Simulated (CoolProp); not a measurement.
R404A at 293.15 K and 0.766 MPa flows at 12 m/s in a round tube of 2 mm bore and 45 µm roughness, fully developed (64/Re and Nu = 3.66 if laminar; Colebrook and Gnielinski if turbulent). Each further row changes one setting.

The numbers come from the reference Helmholtz-energy equation of state, Lemmon 2003 in CoolProp. It is a pseudo-pure fit of the blend.

| case | Reynolds number | Darcy friction factor | pressure drop (Pa/m) | heat-transfer coefficient (W/(m² K)) | mass flow (kg/h) |
|---|---|---|---|---|---|
| as stated | 70400 | 0.0514 | 66800 | 3030 | 4.90 |
| velocity 24 m/s | 141000 | 0.0512 | 266000 | 6080 | 9.79 |
| diameter 4 mm | 141000 | 0.0399 | 25900 | 2340 | 19.6 |

Viscosity comes from a separate model (Geller 2000). Thermal conductivity comes from a separate model (Geller 2001).
